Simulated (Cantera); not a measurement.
# Si + H2 + Cl2 (chlorosilane synthesis and conversion)

Feed: 1 mol Si, 1.5 mol H2, 0.91 mol Cl2, at 3.10 bar.

Equilibrium computed with Cantera from the NASA thermochemical tables; the gas is ideal and each condensed phase is pure. Candidate condensed phases: Si; 19 gas species. The tables' values for SiCl3 are old estimates; treat these amounts as uncertain. Kinetics and transport are ignored.

```
T (K)   x H2  x SiCl4  x SiHCl3    x HCl   x SiCl3  x SiH2Cl2  n Si(s)
-----  -----  -------  --------  -------  --------  ---------  -------
898    0.731    0.161    0.0982  0.00335  0.000263    0.00565    0.494
923    0.731    0.162    0.0973  0.00432  0.000384    0.00574    0.495
948    0.730    0.162    0.0964  0.00551  0.000550    0.00582    0.496
973    0.729    0.162    0.0955  0.00694  0.000773    0.00589    0.497
998    0.728    0.161    0.0945  0.00862   0.00107    0.00596    0.498
1023   0.727    0.161    0.0935   0.0106   0.00145    0.00601    0.499
1048   0.725    0.161    0.0925   0.0129   0.00193    0.00606    0.500
1073   0.724    0.160    0.0914   0.0155   0.00254    0.00610    0.501
1098   0.722    0.159    0.0902   0.0185   0.00330    0.00613    0.502
1123   0.719    0.158    0.0890   0.0219   0.00423    0.00614    0.503
1148   0.717    0.156    0.0876   0.0257   0.00534    0.00615    0.505
1173   0.714    0.154    0.0861   0.0299   0.00667    0.00614    0.506
1198   0.710    0.152    0.0844   0.0345   0.00823    0.00612    0.507
```
x: gas mole fraction; n: condensed amount in mol.

From 898 K to 1198 K the condensed part is Si(s). The main Si-bearing gas is SiCl4 throughout. The share of Si in condensed phases is highest at 1198 K (50.7 %) and lowest at 898 K (49.4 %).
